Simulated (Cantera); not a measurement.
Input: 1 mol HBr, 6.8 mol H2O, 1.3 mol N2, at 3177 °C and 2.70 bar.

Method: chemical equilibrium by Gibbs-energy minimisation in Cantera with the NASA 1993 tables (ideal gas, pure condensed phases). Candidate condensed phases: Br2, H2O; 27 gas species. The numbers say what is thermodynamically allowed, not how fast it happens.

Base state: H2O 0.312, H2 0.162, H 0.129, OH 0.111, N2 0.102, Br 0.0631, O 0.0516, O2 0.0382 (mole fractions); condensed: gas only.

Question: What changes in the equilibrium state with this change: pressure from 2.70 bar to 1.10 bar?

Answer: 
| species | before | after |
|---|---|---|
| H2O | 0.312 | 0.211 |
| H | 0.129 | 0.204 |
| H2 | 0.162 | 0.166 |
| O | 0.0516 | 0.0841 |
| HBr | 0.0195 | 0.0124 |
| N2 | 0.102 | 0.0909 |
| O2 | 0.0382 | 0.0414 |
| OH | 0.111 | 0.117 |
| Br | 0.0631 | 0.0620 |
| NO | 0.0117 | 0.0116 |
| Br2 | 1.21e-5 | 4.76e-6 |
| N | 3.38e-5 | 5.01e-5 |
| HO2 | 5.46e-5 | 3.81e-5 |
